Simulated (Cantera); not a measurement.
What does this Cantera script print?

```python
import numpy as np
import cantera as ct

gas = ct.Solution("gri30.yaml")
gas.TPX = 1050, 13332, {'N2O': 1, 'H2O': 0.0082}
reactor = ct.IdealGasConstPressureReactor(gas, energy="off", clone=False)
net = ct.ReactorNet([reactor])
net.rtol, net.atol = 1e-08, 1e-18
show = ['N2O', 'H2O', 'NO', 'H2O2', 'OH']
times = np.geomspace(5e-05, 30, 11)

steps = ct.SolutionArray(gas, extra=["t"])
rows = []
print(f"{'t/s':>10s}{'T/K':>9s}{'P/Pa':>11s}" + "".join(f"{s:>11s}" for s in show))
for t in times:
    while net.time < t:
        t_next = net.step()
        steps.append(gas.state, t=t_next)
    rows.append([np.interp(t, steps.t, y) for y in (steps.T, steps.P, *steps(*show).X.T)])
    print(f"{t:10.3e}{rows[-1][0]:9.1f}{rows[-1][1]:11.4g}" + "".join(f"{x:11.3e}" for x in rows[-1][2:]))
rate = np.gradient(steps.T, steps.t)
print("integrator steps:", len(steps.t))
if steps.T.max() > steps.T[0] + 200:
    print(f"time of steepest temperature rise: {steps.t[rate.argmax()]:.4e} s")
gas.TPX = 1050, 13332, {'N2O': 1, 'H2O': 0.0082}
gas.equilibrate("TP")
print(f"equilibrium (TP): T = {gas.T:.1f} K  " + "  ".join(f"{s} {gas[s].X[0]:.3e}" for s in show))
```

It prints:

```
       t/s      T/K       P/Pa        N2O        H2O         NO       H2O2         OH
 5.000e-05   1050.0  1.333e+04  9.919e-01  8.133e-03  2.211e-09  7.986e-20  1.992e-10
 1.891e-04   1050.0  1.333e+04  9.919e-01  8.133e-03  2.001e-08  1.366e-17  1.791e-09
 7.155e-04   1050.0  1.333e+04  9.919e-01  8.133e-03  1.085e-07  1.471e-15  9.417e-09
 2.707e-03   1050.0  1.333e+04  9.919e-01  8.133e-03  4.481e-07  1.336e-13  3.449e-08
 1.024e-02   1050.0  1.333e+04  9.918e-01  8.133e-03  1.731e-06  2.586e-11  8.980e-08
 3.873e-02   1050.0  1.333e+04  9.917e-01  8.133e-03  6.469e-06  2.676e-09  1.734e-07
 1.465e-01   1050.0  1.333e+04  9.912e-01  8.131e-03  2.164e-05  1.365e-08  4.412e-07
 5.542e-01   1050.0  1.333e+04  9.892e-01  8.126e-03  6.918e-05  4.784e-09  6.716e-07
 2.096e+00   1050.0  1.333e+04  9.817e-01  8.105e-03  2.514e-04  1.662e-09  9.432e-07
 7.931e+00   1050.0  1.333e+04  9.543e-01  8.031e-03  1.053e-03  7.626e-10  1.247e-06
 3.000e+01   1050.0  1.333e+04  8.599e-01  7.774e-03  3.999e-03  7.002e-10  1.433e-06
integrator steps: 1022
equilibrium (TP): T = 1050.0 K  N2O 1.606e-09  H2O 5.437e-03  NO 6.120e-05  H2O2 5.925e-12  OH 1.265e-07
```

Model: GRI-Mech 3.0 (53 species, 325 reactions), integrated in Cantera. GRI-Mech 3.0 was tuned for natural gas; its chemistry of N2O as a main component is partial and can be far from experiment. The mechanism lacks the step 2 NO + O2 → 2 NO2, which can matter for NO2 below about 1400 K. The temperature is held fixed by assumption; the heat of reaction is taken as removed at once.
